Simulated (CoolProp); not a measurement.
Vapour-liquid equilibrium of ethane (1) + propylene (2) at 277.4 K; x and y are mole fractions of (1).

Computed with CoolProp (multi-fluid Helmholtz-energy mixture model, Bücker 2006 and Lemmon 2013; pair parameters Bell 2016).

Task: Give the bubble pressure and the first vapour's composition at x = 0.45, 0.85, 0.95. Is there an azeotrope?

Result: x = 0.45: 1481 kPa, y = 0.698; x = 0.85: 2287 kPa, y = 0.931; x = 0.95: 2518 kPa, y = 0.977. No azeotrope shows between x = 0.05 and 0.95.

The pair parameters rest on a limited set of measurements; away from them the model extrapolates.
